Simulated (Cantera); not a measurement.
**Thermodynamics of sublimation and decomposition of ceramics, feed BN + H2**

A closed system holds: 1 mol BN, 0.021 mol H2, equilibrated at 1623.15 K.

Cantera equilibrium calculation (NASA polynomials, part measured and part estimated; ideal gas, pure solids and liquids). Candidate condensed phases: B, BN; 15 gas species. Mutual solubility and eutectic melting of coexisting phases are not modelled. The tables' values for BH2 are old estimates; treat these amounts as uncertain. The numbers say what is thermodynamically allowed, not how fast it happens.

```csv
P (Pa),log p H2,log p H,log p N2,log p BH2,log p B,n B(s),n BN(s)
1,-5.01,-6.67,-6.95,-9.51,-10.24,0.000486,1.000
5.60,-4.26,-6.29,-6.95,-8.75,-10.24,0,1.000
32,-3.50,-5.91,-6.95,-7.99,-10.24,0,1.000
180,-2.75,-5.53,-6.95,-7.24,-10.24,0,1.000
1000,-2.00,-5.16,-6.84,-6.55,-10.30,0,1.000
5600,-1.25,-4.79,-6.33,-6.06,-10.55,0,1.00
32000,-0.49,-4.41,-5.79,-5.57,-10.82,0,1.00
180000,0.26,-4.03,-5.24,-5.09,-11.09,0,1.00
1000000,1.00,-3.66,-4.68,-4.63,<-11,0,1.00
```
log p: log10 of the partial pressure in bar; n: condensed amount in mol.

At 1.00e-5 bar the condensed part is B(s) + BN(s). From 5.60e-5 bar to 10.0 bar the condensed part is BN(s).
